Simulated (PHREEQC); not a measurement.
A column of 0.2 m (30 cells, dispersivity 0.007 m, 60 s a shift, diffusion coefficient 3e-10 m²/s) holds 0.29 eq of the database's cation exchanger X per kg of pore water, first in equilibrium with 57 mmol/kgw MgSO4, 8.1 mmol/kgw CaCl2 and 0.01 mmol/kgw HCl. It is flushed with 6.5 mmol/kgw MgSO4, 59 mmol/kgw Na2SO4 and 0.01 mmol/kgw HCl, at 15 °C. Values are for the last cell. No CO2 enters from the air. Nothing may precipitate in this run.

Base run: PHREEQC, ion-association model, phreeqc.dat. Each further column changes one thing. The table gives Na in solution (mol/kgw).

| pore volumes | base | exchange capacity from 0.29 to 0.14 eq/kgw | dispersivity from 0.007 to 0.014 m |
|---|---|---|---|
| 0 | 0 | 0 | 0 |
| 0.7167 | 0.000128 | 0.00146 | 0.00141 |
| 1.183 | 0.00972 | 0.0317 | 0.0181 |
| 1.883 | 0.0505 | 0.0827 | 0.0552 |
| 2.583 | 0.0793 | 0.103 | 0.0796 |
| 3.283 | 0.0946 | 0.111 | 0.0933 |
| 3.75 | 0.101 | 0.114 | 0.0992 |
| 4.45 | 0.107 | 0.116 | 0.105 |
| 5.15 | 0.111 | 0.117 | 0.109 |
| 5.85 | 0.113 | 0.117 | 0.112 |
| 6.317 | 0.114 | 0.117 | 0.113 |
| 7.017 | 0.115 | 0.118 | 0.114 |
